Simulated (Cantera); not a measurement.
Charge: 1 mol PbO, 45 mol H₂, 4 mol N₂.

These are equilibrium values from Cantera (NASA tables, ideal gas, pure condensed phases), not measurements of a reactor. Candidate condensed phases: H₂O, Pb, PbO, PbO₂, Pb₃O₄; 27 gas species. The numbers say what is thermodynamically allowed, not how fast it happens.

Stable condensed phases, one row left out:

```
T in K \ P in Pa
              10      32     100     320    1000    3200   10000   32000  100000  320000 1000000
   1898        A       A       A       A       A       A       A       A       A       A       A
   1823        A       A       A       A       A       A       A       A       A       A       A
   1748        A       A       A       A       A       A       A       A       A       A       B
   1673        A       A       A       A       A       A       A       A       A       A       B
   1598        A       A       A       A       A       A       A       A       A       B       B
   1523        A       A       A       A       A       A       A       A       A       B       B
   1448        A       A       A       A       A       A       A       A       B       B       B
   1298        A       A       A       A       A       A       A       B       B       B       B
   1223        A       A       A       A       A       A       B       B       B       B       B
```

A: gas only; B: Pb.

Q: Give the row for 1373 K.

A: 10: gas only; 32: gas only; 100: gas only; 320: gas only; 1000: gas only; 3200: gas only; 10000: gas only; 32000: gas only; 100000: Pb; 320000: Pb; 1000000: Pb.
